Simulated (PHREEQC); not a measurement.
A solution holds 0.18 mol/kgw KHCO3, 0.0019 mol/kgw Na2B4O7, 0.046 mol/kgw NaCl and 0.018 mol/kgw NaHCO3, at 65 °C and 50 atm. Closed to the air; pH follows from the charge balance.

All values are PHREEQC results (Pitzer model, pitzer.dat), not measurements.

Task: The ionic strength comes out as 0.253 mol/kgw. What activity coefficients do CO3-2, OH-, K+, B3O3(OH)4-, Na+ get?

Result: CO3-2 0.20, OH- 0.70, K+ 0.68, B3O3(OH)4- 0.53, Na+ 0.71. Single-ion values are on the MacInnes scale.

Precipitation was switched off in this run. Under pressure, the constants of complexes without a molar volume in the database are unreliable. Constants without temperature data keep their 25 °C values here.
